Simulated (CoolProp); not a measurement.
A simple Rankine cycle with fluoroethane (R161): condensing at 289.15 K, boiler at 2.25 MPa, turbine inlet 349.9 K, turbine efficiency 0.8, pump efficiency 0.6, no recuperator. Each further row changes one setting.

The numbers come from the reference Helmholtz-energy equation of state, Wu 2012 in CoolProp.

| case | thermal efficiency (%) | net work (kJ/kg) | heat in (kJ/kg) | turbine exit temperature (K) | volume ratio over the turbine |
|---|---|---|---|---|---|
| as stated | (withheld) | 37.4 | 402 | 295.7 | 3.07 |
| turbine inlet 369.9 K | 9.7 | (withheld) | (withheld) | (withheld) | 3.03 |
| condensing temperature 281.15 K | 10.8 | 45.3 | 419 | (withheld) | 3.85 |
| boiler pressure 1.57 MPa | 6.9 | 29.2 | 423 | 315.8 | 2.12 |
| turbine efficiency 0.7 | 8.0 | 32.3 | 402 | 299.3 | 3.13 |

### Question
Complete the blanks.

### Answer

- as stated, thermal efficiency (%): 9.3
- turbine inlet 369.9 K, net work (kJ/kg): 42.5
- turbine inlet 369.9 K, heat in (kJ/kg): 440
- turbine inlet 369.9 K, turbine exit temperature (K): 318.8
- condensing temperature 281.15 K, turbine exit temperature (K): 286.0
